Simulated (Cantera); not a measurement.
An isothermal, constant-pressure homogeneous reactor starts with H2 : O2 : N2 = 0.8 : 1 : 11 (molar parts), equivalence ratio 0.40, at 800 K and 0.109 atm. Integrator tolerance rtol = 1e-08.

Cantera simulation using the H2/O2 subset of GRI-Mech 3.0, which has no nitrogen chemistry; the numbers are that mechanism's predictions, not measurements. Radical loss at walls, strong at low pressure, is not modelled. Below about 950 K walls govern HO2 and H2O2 in real vessels. The temperature is held fixed by assumption; the heat of reaction is taken as removed at once.

**Question.** What does this change do: O2 1 to 3.7 parts?

**Answer.** 
```tsv
quantity	before	after
x(H2) at 80.0 s	0.00418 (gas-phase equilibrium <1e-12)	0.00506 (gas-phase equilibrium <1e-12)
x(O2) at 80.0 s	0.0503 (gas-phase equilibrium 0.0484)	0.220 (gas-phase equilibrium 0.219)
x(HO2) at 80.0 s	3.07e-6 (gas-phase equilibrium 2.63e-12)	5.03e-6 (gas-phase equilibrium 7.39e-12)
x(O) at 80.0 s	1.85e-8 (gas-phase equilibrium <1e-12)	2.76e-8 (gas-phase equilibrium <1e-12)
x(H) at 80.0 s	1.78e-8 (gas-phase equilibrium <1e-12)	8.88e-9 (gas-phase equilibrium <1e-12)
```

**Question.** What does this change do: temperature 800 to 848 K?

**Answer.** 
```json
[
 {"quantity": "x(H2) at 80.0 s", "before": "0.00418 (gas-phase equilibrium <1e-12)", "after": "5.62e-6 (gas-phase equilibrium <1e-12)"},
 {"quantity": "x(O2) at 80.0 s", "before": "0.0503 (gas-phase equilibrium 0.0484)", "after": "0.0484 (gas-phase equilibrium 0.0484)"},
 {"quantity": "x(HO2) at 80.0 s", "before": "3.07e-6 (gas-phase equilibrium 2.63e-12)", "after": "8.65e-8 (gas-phase equilibrium 8.16e-12)"},
 {"quantity": "x(O) at 80.0 s", "before": "1.85e-8 (gas-phase equilibrium <1e-12)", "after": "8.28e-10 (gas-phase equilibrium <1e-12)"},
 {"quantity": "x(H) at 80.0 s", "before": "1.78e-8 (gas-phase equilibrium <1e-12)", "after": "5.13e-11 (gas-phase equilibrium <1e-12)"}
]
```
